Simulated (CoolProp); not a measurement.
Vapour-liquid equilibrium of n-butane (1) + cis-2-butene (2) at 500 kPa; x and y are mole fractions of (1).

The numbers come from the multi-fluid Helmholtz-energy mixture model, Bücker 2006 and Lemmon 2005; pair parameters Bell 2016 in CoolProp.

Q: Give the bubble temperature and the first vapour's composition at x = 0.2, 0.5, 0.575. Is there an azeotrope?

A: x = 0.2: 326.1 K, y = 0.221; x = 0.5: 324.8 K, y = 0.520; x = 0.575: 324.5 K, y = 0.593. No azeotrope shows between x = 0.05 and 0.95.

The pair parameters rest on a limited set of measurements; away from them the model extrapolates.
